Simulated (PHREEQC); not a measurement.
Solution (25 °C): 0.038 mol/kgw NaH2PO4, 0.0039 mol/kgw K2HPO4 and 0.088 mol/kgw KCl. Closed to the air; pH follows from the charge balance.

The numbers come from PHREEQC with the ion-association model, phreeqc.dat.

Each row changes one thing in this solution. This is a speciation only: nothing precipitates in the calculation.

| case | pH | ionic strength (mol/kgw) | H2PO4- (mol/kgw) | HPO4-2 (mol/kgw) | KHPO4- (mol/kgw) | NaHPO4- (mol/kgw) |
|---|---|---|---|---|---|---|
| as made | 5.83 | 0.137 | 0.0380 | 0.00360 | 0.000219 | 9.00e-5 |
| temperature from 25 to 90 °C | 5.66 | 0.137 | 0.0380 | 0.00365 | 0.000191 | 7.88e-5 |
| diluted 5-fold with water | 6.01 | 0.0275 | 0.00760 | 0.000761 | 1.52e-5 | 6.09e-6 |
| K2HPO4 from 0.0039 to 0.0078 mol/kgw | 6.12 | 0.148 | 0.0380 | 0.00717 | 0.000458 | 0.000174 |
| diluted 100-fold with water | 6.17 | 0.00138 | 0.000379 | 3.96e-5 | 6.28e-8 | 2.49e-8 |
| KCl left out | ___ | 0.0494 | 0.0380 | 0.00375 | 2.60e-5 | 0.000128 |
| KCl from 0.088 to 0.176 mol/kgw | 5.76 | ___ | 0.0380 | 0.00349 | 0.000340 | 7.42e-5 |

**Question.** Fill in the missing entries.

**Answer.** 
- KCl left out, pH: 5.95
- KCl from 0.088 to 0.176 mol/kgw, ionic strength (mol/kgw): 0.225

Constants without temperature data keep their 25 °C values here.
